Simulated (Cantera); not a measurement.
Mixture: 1.94 % C₃H₈, 20.5 % O₂, 77.5 % N₂, equivalence ratio 0.47, at 9.87 atm, adiabatic and at constant pressure. Ignition delay is the time to a rise of 400 K.

Detailed kinetics in Cantera: GRI-Mech 3.0 (53 species, 325 reactions). GRI-Mech 3.0 was tuned for natural gas; its chemistry of propane as a main component is partial and can be far from experiment.

Problem. Predict: delay at 1300 K; delay at 1500 K; delay at 1700 K; delay at 1900 K; apparent activation energy between 1800 and 2000 K.

Solution. 
* **delay at 1300 K**: 0.278 ms
* **delay at 1500 K**: 20.2 µs
* **delay at 1700 K**: 3.99 µs
* **delay at 1900 K**: 1.55 µs
* **apparent activation energy between 1800 and 2000 K**: 110 kJ/mol
